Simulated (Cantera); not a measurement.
Cantera run, input and output.

```python
import numpy as np
import cantera as ct

gas = ct.Solution("gri30.yaml")
gas.TPX = 2000, 440000, {'CH4': 1, 'CO2': 0.34, 'H2': 0.46}
reactor = ct.IdealGasConstPressureReactor(gas, energy="off", clone=False)
net = ct.ReactorNet([reactor])
net.rtol, net.atol = 1e-08, 1e-18
show = ['CH4', 'CO2', 'H2', 'C2H2', 'H2O2', 'C2H4']
times = np.geomspace(0.0001, 40, 14)

steps = ct.SolutionArray(gas, extra=["t"])
rows = []
print(f"{'t/s':>10s}{'T/K':>9s}{'P/Pa':>11s}" + "".join(f"{s:>11s}" for s in show))
for t in times:
    while net.time < t:
        t_next = net.step()
        steps.append(gas.state, t=t_next)
    rows.append([np.interp(t, steps.t, y) for y in (steps.T, steps.P, *steps(*show).X.T)])
    print(f"{t:10.3e}{rows[-1][0]:9.1f}{rows[-1][1]:11.4g}" + "".join(f"{x:11.3e}" for x in rows[-1][2:]))
rate = np.gradient(steps.T, steps.t)
print("integrator steps:", len(steps.t))
if steps.T.max() > steps.T[0] + 200:
    print(f"time of steepest temperature rise: {steps.t[rate.argmax()]:.4e} s")
gas.TPX = 2000, 440000, {'CH4': 1, 'CO2': 0.34, 'H2': 0.46}
gas.equilibrate("TP")
print(f"equilibrium (TP): T = {gas.T:.1f} K  " + "  ".join(f"{s} {gas[s].X[0]:.3e}" for s in show))
```

Result:

```
       t/s      T/K       P/Pa        CH4        CO2         H2       C2H2       H2O2       C2H4
 1.000e-04   2000.0    4.4e+05  2.165e-01  1.147e-01  4.882e-01  9.827e-02  2.307e-12  8.710e-03
 2.697e-04   2000.0    4.4e+05  1.099e-01  6.038e-02  5.378e-01  1.361e-01  5.779e-12  3.933e-03
 7.275e-04   2000.0    4.4e+05  4.827e-02  1.453e-02  5.558e-01  1.531e-01  9.810e-12  2.852e-03
 1.962e-03   2000.0    4.4e+05  2.533e-02  4.958e-03  5.825e-01  1.501e-01  7.602e-12  2.656e-03
 5.293e-03   2000.0    4.4e+05  1.920e-02  3.601e-03  6.129e-01  1.331e-01  3.121e-12  2.440e-03
 1.428e-02   2000.0    4.4e+05  1.496e-02  1.656e-03  6.449e-01  1.128e-01  4.948e-13  2.157e-03
 3.851e-02   2000.0    4.4e+05  1.204e-02  2.550e-04  6.643e-01  1.007e-01  1.009e-14  1.973e-03
 1.039e-01   2000.0    4.4e+05  1.149e-02  2.516e-06  6.676e-01  9.869e-02  9.643e-19  1.942e-03
 2.802e-01   2000.0    4.4e+05  1.149e-02  3.836e-07  6.676e-01  9.868e-02  2.307e-20  1.942e-03
 7.557e-01   2000.0    4.4e+05  1.149e-02  3.836e-07  6.676e-01  9.868e-02  2.307e-20  1.942e-03
 2.038e+00   2000.0    4.4e+05  1.149e-02  3.836e-07  6.676e-01  9.868e-02  2.307e-20  1.942e-03
 5.498e+00   2000.0    4.4e+05  1.149e-02  3.836e-07  6.676e-01  9.868e-02  2.307e-20  1.942e-03
 1.483e+01   2000.0    4.4e+05  1.149e-02  3.836e-07  6.676e-01  9.868e-02  2.307e-20  1.942e-03
 4.000e+01   2000.0    4.4e+05  1.149e-02  3.836e-07  6.676e-01  9.868e-02  2.307e-20  1.942e-03
integrator steps: 1592
equilibrium (TP): T = 2000.0 K  CH4 1.149e-02  CO2 3.862e-07  H2 6.676e-01  C2H2 9.868e-02  H2O2 2.339e-20  C2H4 1.942e-03
```

Cantera simulation using GRI-Mech 3.0 (53 species, 325 reactions); the numbers are that mechanism's predictions, not measurements. GRI-Mech 3.0 stops at C3 and has no aromatics, soot or wall deposition, so with more carbon than oxygen in the feed, carbon stays in small species such as C2H2 where larger ones or solid carbon would form.
